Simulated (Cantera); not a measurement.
Feed: 1 mol MgSO4, 3.2 mol H2, equilibrated at 1175 K and 9500 Pa.

Cantera equilibrium calculation (NASA polynomials, part measured and part estimated; ideal gas, pure solids and liquids). Candidate condensed phases: H2O, H2SO4, Mg, MgO, Mg(OH)2, MgS, MgSO4, S; 26 gas species. Gases not in the tables: S3 to S7. The numbers say what is thermodynamically allowed, not how fast it happens.

Base state: H2O 0.761, H2S 0.0884, S2 0.0759, H2 0.0385, SO2 0.0353, S2O 0.000821, SH 0.000168, SO 0.000103 (mole fractions); condensed: MgO(s).

### Question
What changes in the equilibrium state with this change: pressure from 9500 Pa to 1000 Pa?

### Answer
```
species        before     after
-----------  --------  --------
H2O             0.761     0.748
S2             0.0759    0.0900
H2             0.0385    0.0694
H2S            0.0884    0.0563
SO2            0.0353    0.0353
SO           0.000103  0.000189
S2O          0.000821  0.000531
SH           0.000168  0.000246
MgO(s), mol      1.00      1.00
```

### Question
What changes in the equilibrium state with this change: H2 from 3.2 to 0.16 mol?

### Answer
| species | before | after |
|---|---|---|
| SO2 | 0.0353 | 0.508 |
| H2O | 0.761 | 0.462 |
| O2 | <1e-9 | 0.0226 |
| H2S | 0.0884 | <1e-9 |
| S2 | 0.0759 | <1e-9 |
| H2 | 0.0385 | 7.45e-8 |
| SO3 | 1.65e-9 | 0.00744 |
| S2O | 0.000821 | <1e-9 |
| MgO(s), mol | 1.00 | 0.178 |
| MgSO4(s), mol | 0 | 0.822 |
Mutual solubility and eutectic melting of coexisting phases are not modelled.
